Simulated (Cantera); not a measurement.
Charge: 1 mol trisilylamine, 18 mol NH3, 5.7 mol N2, held at 2023.15 K and 80.0 Pa.

Method: chemical equilibrium by Gibbs-energy minimisation in Cantera with the NASA 1993 tables (ideal gas, pure condensed phases). Candidate condensed phases: Si, Si3N4; 18 gas species. The feed counts by its element totals alone. The tables' values for SiN are old estimates; treat these amounts as uncertain. Gases not in the tables: Si2H6 and higher silanes. The numbers say what is thermodynamically allowed, not how fast it happens.

Base state: H2 0.592, N2 0.298, Si 0.0562, H 0.0517, SiH 0.000786, Si2 0.000485, Si2N 0.000217, SiN 0.000214 (mole fractions); condensed: gas only.

Question: What changes in the equilibrium state with this change: trisilylamine replaced by SiHCl3?

Answer: 
```tsv
species	before	after
H2	0.592	0.549
N2	0.298	0.321
HCl	0	0.0547
Si	0.0562	0.0173
H	0.0517	0.0498
Cl	0	0.00369
SiCl2	0	0.00310
SiCl	0	0.000964
```
The tables' values for SiCl, SiN are old estimates; treat these amounts as uncertain. Further candidate phases: NH4Cl.
